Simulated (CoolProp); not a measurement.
Saturation properties of propylene (Tc = 364.2 K, pc = 4.555 MPa, ω = 0.146).

The numbers come from the reference Helmholtz-energy equation of state, Lemmon 2013 in CoolProp.

```csv
T (K),p (MPa),liquid cp (kJ/(kg K)),vapour Z
203.3,0.03247,2.121,0.9841
208.5,0.04344,2.135,0.9804
213.7,0.05719,2.150,0.9760
218.8,0.07381,2.166,0.9712
224,0.09446,2.184,0.9657
229.2,0.1194,2.203,0.9595
234.3,0.1485,2.224,0.9528
239.5,0.1835,2.247,0.9452
244.7,0.2245,2.271,0.9370
249.9,0.2722,2.297,0.9280
```

It boils at 225.5 K under 1 atm.
